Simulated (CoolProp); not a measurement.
Computed with CoolProp (reference Helmholtz-energy equation of state, Tillner-Roth 1997).

### Question
Give the vapour pressure (kPa), liquid density (kg/m³), vapour Z, surface tension (mN/m) of saturated CH2F2 (R32) at 304.1, 320.3 K.

### Answer
```
T (K)  p (kPa)  liquid density (kg/m³)  vapour Z  surface tension (mN/m)
-----  -------  ----------------------  --------  ----------------------
304.1     1980                     935     0.722                    5.85
320.3     2940                     856     0.635                    3.47
```

Surface tension comes from a separate correlation (Mulero 2012).
